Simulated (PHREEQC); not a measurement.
Dissolve 0.22 mol/kgw NaH2PO4 and 0.00027 mol/kgw K2HPO4 at 20 °C. Closed to the air; pH follows from the charge balance.

Computed with PHREEQC (ion-association model, wateq4f.dat).

```csv
quantity,before,after
pH,4.45,5.01
HPO4-2 (mol/kgw),0.000952,1.57e-5
H3PO4 (mol/kgw),0.000755,2.81e-6
NaHPO4- (mol/kgw),0.000118,5.49e-8
```

Q: Which change was made?
A) diluted 100-fold with water
B) NaH2PO4 replaced by NaBF4 at the same molality
C) K2HPO4 from 0.00027 to 0.000243 mol/kgw
D) NaH2PO4 from 0.22 to 0.11 mol/kgw

A: A, diluted 100-fold with water

This is a speciation only: nothing precipitates in the calculation. H3PO4, which wateq4f.dat lacks, is added to it with the constant of phreeqc.dat.
